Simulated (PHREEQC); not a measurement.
## Brine (model solution)

Solution (32 °C): 0.077 mol NaOH and 0.1 mol KCl per kg of water. It is in equilibrium with CO2 at log p = -3.5 (atm). Otherwise closed; pH follows from the charge balance.

The numbers come from PHREEQC with the ion-association model, wateq4f.dat.

Each row changes one thing in this solution. No solid was allowed to form.

```csv
case,pH,ionic strength (mol/kgw),Na+ (mol/kgw),HCO3- (mol/kgw),CO3-2 (mol/kgw),NaCO3- (mol/kgw),SI of Nahcolite (NaHCO3),SI of Natron (Na2CO3:10H2O)
as made,9.67,0.183,0.0676,0.0268,0.0159,0.00886,-2.51,-3.87
KCl left out,9.70,0.0806,0.0662,0.0272,0.0144,0.0101,-2.46,-3.75
KCl from 0.1 to 0.2 mol/kgw,9.65,0.285,0.0683,0.0265,0.0168,0.00821,-2.54,-3.95
NaOH replaced by NaCl at the same molality,5.67,0.177,0.0770,2.63e-6,1.53e-10,9.81e-11,-6.46,-11.77
diluted 5-fold with water,9.32,0.0369,0.0149,0.0106,0.00196,0.000388,-3.46,-5.77
```

Complexes and solids missing from the database can't appear.
